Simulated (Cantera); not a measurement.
Mixture: CH₄ : CO : O₂ : N₂ : H₂O = 1 : 0.34 : 2.61 : 9.83 : 0.91 (molar parts), at 260000 Pa, adiabatic and at constant volume. Ignition delay is the time to a rise of 400 K.

Model: GRI-Mech 3.0 (53 species, 325 reactions), integrated in Cantera.

Task: What does this change do: pressure from 260000 Pa to 101000 Pa?

Result: 
```tsv
quantity	before	after
delay at 1000 K	0.565 s	1.45 s
delay at 1050 K	0.229 s	0.582 s
delay at 1100 K	99.5 ms	0.247 s
delay at 1150 K	45.8 ms	0.110 s
delay at 1200 K	22.2 ms	51.4 ms
delay at 1250 K	11.1 ms	24.9 ms
delay at 1300 K	5.80 ms	12.6 ms
apparent activation energy between 1200 and 1300 K	170 kJ/mol	180 kJ/mol
```
